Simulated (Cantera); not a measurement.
Input: 1 mol Ta2O5, 3.1 mol H2, 3.9 mol H2O, equilibrated at 1225 °C and 1000 Pa.

Method: chemical equilibrium by Gibbs-energy minimisation in Cantera with the NASA 1993 tables (ideal gas, pure condensed phases). Candidate condensed phases: H2O, Ta, Ta2O5; 12 gas species. Kinetics and transport are ignored.

**Question.** What is the equilibrium state?

**Answer.** 
- x(H2O): 0.557
- x(H2): 0.443
- x(H): 0.000115
- x(OH): 4.09e-6
- n(Ta2O5(s)): 1.00 mol
- gas amount: 7.000 mol
- log10 activity of Ta(s) (absent): -10.33
